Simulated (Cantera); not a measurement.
Input (Python, Cantera):

```python
import numpy as np
import cantera as ct

gas = ct.Solution("gri30.yaml")
gas.TPX = 1573, 570000, {'CH3OH': 0.0072, 'O2': 0.047, 'N2': 1.7}
inlet = ct.Reservoir(gas, clone=True)

reactor = ct.IdealGasConstPressureReactor(gas, energy="off", clone=False)
exhaust = ct.Reservoir(gas, clone=True)
tau = [2.1, 0.74, 0.26, 0.093, 0.033, 0.012, 0.0041, 0.0015][0]
for a, b in ((inlet, reactor), (reactor, exhaust)):
    ct.MassFlowController(a, b, mdot=lambda t: reactor.mass / tau)
net = ct.ReactorNet([reactor])
show = ['CH3OH', 'O2', 'C2H4', 'CO', 'HCN']

rows = []
print(f"{'tau/s':>10s}{'T/K':>9s}" + "".join(f"{s:>11s}" for s in show))
for tau in [2.1, 0.74, 0.26, 0.093, 0.033, 0.012, 0.0041, 0.0015]:
    net.initial_time = 0.0
    net.advance(30 * tau)
    before = gas.X
    net.advance(40 * tau)
    drift = np.max(np.abs(gas.X - before) / (gas.X + 1e-9))
    rows.append([gas.T, *gas[show].X, drift])
    print(f"{tau:10.3e}{gas.T:9.1f}" + "".join(f"{x:11.3e}" for x in gas[show].X))
```

Output:

```
     tau/s      T/K      CH3OH         O2       C2H4         CO        HCN
 2.100e+00   1573.0  1.119e-07  2.059e-02  8.351e-15  5.042e-06  5.402e-12
 7.400e-01   1573.0  2.404e-07  2.059e-02  1.722e-14  1.082e-05  6.135e-12
 2.600e-01   1573.0  5.030e-07  2.059e-02  3.050e-14  2.302e-05  7.372e-12
 9.300e-02   1573.0  1.018e-06  2.060e-02  4.935e-14  4.804e-05  9.107e-12
 3.300e-02   1573.0  2.026e-06  2.062e-02  8.066e-14  1.001e-04  1.139e-11
 1.200e-02   1573.0  3.883e-06  2.066e-02  1.494e-13  2.021e-04  1.462e-11
 4.100e-03   1573.0  7.570e-06  2.076e-02  3.879e-13  4.142e-04  2.247e-11
 1.500e-03   1573.0  1.399e-05  2.092e-02  1.317e-12  7.713e-04  4.714e-11
```

Model: GRI-Mech 3.0 (53 species, 325 reactions), integrated in Cantera. GRI-Mech 3.0 was tuned for natural gas; its chemistry of methanol as a main component is partial and can be far from experiment.
